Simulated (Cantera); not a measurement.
Transport properties of process gases

Gas mixture: C₂H₂ : N₂ = 0.51 : 0.25 (molar parts), at 100000 Pa, frozen composition.

Cantera's kinetic-theory transport with the Lennard-Jones parameters of GRI-Mech 3.0, ideal gas; thermal conductivity in the multicomponent form. The composition is frozen, though it would react at the higher temperatures.

```csv
T (K),ρ (kg/m³),cp (J/kg/K),μ (µPa s),λ (mW/m/K),Pr,D (cm²/s) CH₄,D (cm²/s) OH,D (cm²/s) CH₃
400,0.802,1625,16.0,34.8,0.746,0.325,0.455,0.326
550,0.584,1789,20.5,49.0,0.748,0.571,0.789,0.573
700,0.459,1910,24.5,62.5,0.748,0.866,1.19,0.870
850,0.378,2016,28.1,75.8,0.747,1.21,1.65,1.21
1000,0.321,2111,31.4,88.8,0.747,1.59,2.17,1.60
1150,0.279,2192,34.5,101,0.747,2.01,2.74,2.02
1300,0.247,2263,37.5,114,0.747,2.47,3.36,2.48
1450,0.221,2323,40.3,125,0.746,2.96,4.03,2.98
```
D: mixture-averaged diffusion coefficient of that species in the mixture.
